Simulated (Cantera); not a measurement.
Source: NASA polynomial tables (part measured, part estimated), evaluated in Cantera. Values are per mole of reaction as written; species without (g) are pure solids or liquids, kept so even where they would boil at 1 bar.

Between 300 and 543 K, where is each reaction favourable under standard conditions?
- 12 TiCl3 + 2 O3(g) ⇌ 9 TiCl4 + 3 TiO2


- 12 TiCl3 + 2 O3(g) ⇌ 9 TiCl4 + 3 TiO2: ΔG° is -1775 kJ at 300 K and -1858 kJ at 543 K; it stays negative (K > 1). ΔH° is -1639 kJ and ΔS° 404 J/K at 543 K.
